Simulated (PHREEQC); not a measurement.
Make-up at 50 °C: 0.11 mol/kgw HF, 0.065 mol/kgw (CH3)4NF and 5.9e-05 mol/kgw H2SiF6. Closed to the air; pH follows from the charge balance.

The numbers come from PHREEQC with the ion-association model, phreeqc.dat.

### Question
The ionic strength comes out as 0.0663 mol/kgw. What activity coefficients do H+, F-, SiF6-2, HF2- get?

### Answer
H+ 0.84, F- 0.78, SiF6-2 0.41, HF2- 0.80.

This is a speciation only: nothing precipitates in the calculation. Complexes and solids missing from the database can't appear. (CH3)4N+ isn't in the database: it is added as a free cation with an ion size of 4 Å. Away from 25 °C the constants follow the database's enthalpies or fits; those with neither stay at their 25 °C values. SiF6-2 is the database's only silicon fluoride.
